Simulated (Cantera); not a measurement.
Charge: 1 mol V2O5, 3.2 mol H2, equilibrated at 0.0810 bar.

Cantera equilibrium calculation (NASA polynomials, part measured and part estimated; ideal gas, pure solids and liquids). Candidate condensed phases: H2O, V, VO, V2O3, V2O4, V2O5; 12 gas species. Condensed phases not in the tables: the oxides between V2O3 and V2O5 other than VO2. Kinetics and transport are ignored. All values below are at 1898 K.

Base state: H2O 0.624, H2 0.374, H 0.00168, VO2 0.000276, OH 0.000229 (mole fractions); condensed: V2O3(s).

Q: What changes in the equilibrium state with this change: V2O5 replaced by Al2O3?

A: 
| species | before | after |
|---|---|---|
| H2 | 0.374 | 0.997 |
| H | 0.00168 | 0.00274 |
| H2O | 0.624 | 9.52e-5 |
| Al | 0 | 4.36e-5 |
| VO2 | 0.000276 | 0 |
| OH | 0.000229 | 2.14e-8 |
| Al2O | 0 | 1.05e-5 |
| V2O3(s), mol | 1.000 | 0 |
| Al2O3(s), mol | 0 | 1.000 |
Further candidate phases: Al, Al2O3.
